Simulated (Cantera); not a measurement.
Feed: 1 mol BF3, 15 mol N2, held at 1400 °C and 1000 Pa.

Equilibrium computed with Cantera from the NASA thermochemical tables; the gas is ideal and each condensed phase is pure. Candidate condensed phases: B, BN; 13 gas species. The numbers say what is thermodynamically allowed, not how fast it happens.

Base state: N2 0.937, BF3 0.0625 (mole fractions); condensed: gas only.

**Question.** What changes in the equilibrium state with this change: temperature from 1400 °C to 1952 °C?

**Answer.** 
```json
[
 {"species": "N2", "before": "0.937", "after": "0.936"},
 {"species": "BF3", "before": "0.0625", "after": "0.0610"},
 {"species": "F", "before": "5.40e-6", "after": "0.00144"},
 {"species": "BF2", "before": "5.40e-6", "after": "0.00141"},
 {"species": "BF", "before": "<1e-9", "after": "1.48e-5"}
]
```
The tables' values for BF2 are old estimates; treat these amounts as uncertain.
